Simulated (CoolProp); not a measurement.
Properties of diethyl ether along the isobar 5.39 MPa.

Computed with CoolProp (reference Helmholtz-energy equation of state, Thol 2014).

```csv
T (K),phase,cp (kJ/(kg K)),cv (kJ/(kg K)),speed of sound (m/s),isothermal compressibility (1/MPa),expansivity (1/kK)
372.8,liquid,…,1.933,702.9,0.004351,2.196
388.8,liquid,2.670,1.975,635.6,0.005563,2.447
404.7,liquid,2.757,2.019,567.3,0.007349,2.781
420.6,liquid,2.860,2.066,497.0,0.01018,3.252
436.5,liquid,2.995,2.118,423.7,0.01516,3.981
452.5,liquid,3.201,2.175,345.5,0.02551,5.286
468.4,supercritical,3.596,2.243,…,0.05412,8.250
484.3,supercritical,4.787,2.336,170.9,0.1958,18.85
500.2,supercritical,5.205,2.385,…,0.5000,25.72
516.2,supercritical,3.709,2.357,154.3,0.3778,13.16
532.1,supercritical,…,2.353,171.2,0.3158,8.714
548,supercritical,3.008,2.364,185.4,0.2824,6.594
```

### Question
Some entries are withheld; supply them.

### Answer

- 372.8, cp (kJ/(kg K)): 2.595
- 468.4, speed of sound (m/s): 260.7
- 500.2, speed of sound (m/s): 136.4
- 532.1, cp (kJ/(kg K)): 3.219

The peak of cp marks the crossing from liquid-like to gas-like fluid above the critical point.
